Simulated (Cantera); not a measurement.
An isothermal, constant-pressure homogeneous reactor starts with N₂O : H₂O = 1 : 0.017 (molar parts), at 1048 K and 740 Pa. Integrator tolerance rtol = 1e-08.

Cantera simulation using GRI-Mech 3.0 (53 species, 325 reactions); the numbers are that mechanism's predictions, not measurements. GRI-Mech 3.0 was tuned for natural gas; its chemistry of N2O as a main component is partial and can be far from experiment. Radical loss at walls, strong at low pressure, is not modelled. The mechanism lacks the step 2 NO + O2 → 2 NO2, which can matter for NO2 below about 1400 K. The temperature is held fixed by assumption; the heat of reaction is taken as removed at once.

Problem. What does this change do: temperature 1048 to 1500 K?

Solution. 
```csv
quantity,before,after
x(N₂O) at 20.0 s,0.978 (gas-phase equilibrium 3.68e-10),0.000194 (gas-phase equilibrium 6.78e-9)
x(H₂O) at 20.0 s,0.0167 (gas-phase equilibrium 0.0112),0.0112 (gas-phase equilibrium 0.0112)
x(H₂O₂) at 20.0 s,5.63e-9 (gas-phase equilibrium 2.80e-12),1.12e-10 (gas-phase equilibrium 1.14e-10)
x(H) at 20.0 s,3.59e-11 (gas-phase equilibrium <1e-12),1.86e-7 (gas-phase equilibrium 1.35e-7)
x(O₂) at 20.0 s,0.00168 (gas-phase equilibrium 0.330),0.258 (gas-phase equilibrium 0.329)
```
